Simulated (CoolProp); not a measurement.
Vapour-liquid equilibrium of propylene (1) + isobutane (2) at 47.45 °C; x and y are mole fractions of (1).

Model: multi-fluid Helmholtz-energy mixture model, Lemmon 2013 and Bücker 2006; pair parameters Bell 2016, in CoolProp.

```
x     bubble pressure, mixture model (kPa)  bubble pressure, Raoult's law (kPa)  y, mixture model  y, Raoult's law
----  ------------------------------------  -----------------------------------  ----------------  ---------------
0.05                                 715.8                                708.0               ___            0.137
0.2                                  881.7                                903.2               ___            0.431
0.35                                   ___                                 1098               ___            0.620
0.5                                   1165                                 1294             0.664            0.751
0.65                                  1343                                 1489               ___            0.849
0.8                                    ___                                 1684               ___            0.924
0.95                                  1846                                 1879             0.981            0.983
```

Q: Some entries are withheld; supply them.

A: 
- 0.05, y, mixture model: 0.128
- 0.2, y, mixture model: 0.364
- 0.35, bubble pressure, mixture model (kPa): 1019
- 0.35, y, mixture model: 0.524
- 0.65, y, mixture model: 0.793
- 0.8, bubble pressure, mixture model (kPa): 1570
- 0.8, y, mixture model: 0.902

The largest gap from Raoult's law is -10.0 % in bubble pressure, at x = 0.5. No azeotrope shows between x = 0.05 and 0.95.

Pair parameters are fitted to limited data, so mixtures are less certain than the pure fluids. The gap from Raoult's law changes sign with composition, which may be real or a fault of the pair parameters; it wasn't checked against measurements.
